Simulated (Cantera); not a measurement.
A freely propagating, adiabatic, planar premixed flame of CH4 : C2H6 : O2 : N2 = 1 : 0.33 : 3.71 : 14 (molar parts), unburnt at 350 K and 440000 Pa; multicomponent+Soret transport, grid criteria slope 0.08 and curve 0.16, no radiation.

Computed with Cantera and GRI-Mech 3.0 (53 species, 325 reactions). Burning velocities carry a grid error of a few per cent, more on coarse grids.

x: mole fraction of selected species; z is measured from the peak of heat release.

```
z (mm)   T (K)  u (m/s)    x CH4    x C2H6    x O2    x HCN     x NO       x O
-------  -----  -------  -------  --------  ------  -------  -------  --------
-0.465     350    0.251   0.0525    0.0173   0.195    <1e-8    <1e-8     <1e-8
-0.310     353    0.253   0.0522    0.0173   0.195    <1e-8    <1e-8     <1e-8
-0.233     367    0.264   0.0513    0.0173   0.194    <1e-8    <1e-8     <1e-8
-0.155     463    0.334   0.0470    0.0169   0.187  2.50e-8  3.99e-8     <1e-8
-0.0775    914    0.666   0.0319    0.0115   0.148  2.12e-7  1.16e-6   2.20e-7
-0.0388    [?]    0.972      [?]       [?]     [?]      [?]      [?]       [?]
0         1716     1.27  0.00354  0.000156  0.0638  7.95e-7  7.89e-6  0.000445
0.0388    1884     1.38      [?]       [?]     [?]      [?]      [?]   0.00152
0.0775    1956     1.43  2.37e-6     <1e-8  0.0374  1.31e-7  1.51e-5   0.00153
0.155     2032     1.48    <1e-8     <1e-8  0.0332  1.08e-8  1.88e-5   0.00101
0.310     2088     1.52    <1e-8     <1e-8  0.0308    <1e-8  2.29e-5  0.000488
0.620     2117     1.53    <1e-8     <1e-8  0.0297    <1e-8  2.72e-5  0.000223
1.24      2126     1.54    <1e-8     <1e-8  0.0293    <1e-8  3.23e-5  0.000147
```

**Question.** Fill in the missing entries.

**Answer.** 
- -0.0388, T (K): 1323
- -0.0388, x CH4: 0.0177
- -0.0388, x C2H6: 0.00446
- -0.0388, x O2: 0.107
- -0.0388, x HCN: 4.57e-7
- -0.0388, x NO: 4.07e-6
- -0.0388, x O: 1.85e-5
- 0.0388, x CH4: 0.000119
- 0.0388, x C2H6: 7.35e-8
- 0.0388, x O2: 0.0435
- 0.0388, x HCN: 4.81e-7
- 0.0388, x NO: 1.21e-5
